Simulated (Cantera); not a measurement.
Input: 1 mol Al₂O₃, 0.49 mol O₂, equilibrated at 2000 K and 50.0 Pa.

Equilibrium computed with Cantera from the NASA thermochemical tables; the gas is ideal and each condensed phase is pure. Candidate condensed phases: Al, Al₂O₃; 9 gas species. The numbers say what is thermodynamically allowed, not how fast it happens.

Base state: O₂ 0.971, O 0.0295 (mole fractions); condensed: Al₂O₃(s).

Problem. What changes in the equilibrium state with this change: pressure from 50.0 Pa to 1.80 mbar?

Solution. 
```csv
species,before,after
O₂,0.971,0.984
O,0.0295,0.0156
"Al₂O₃(s), mol",1.00,1.00
```
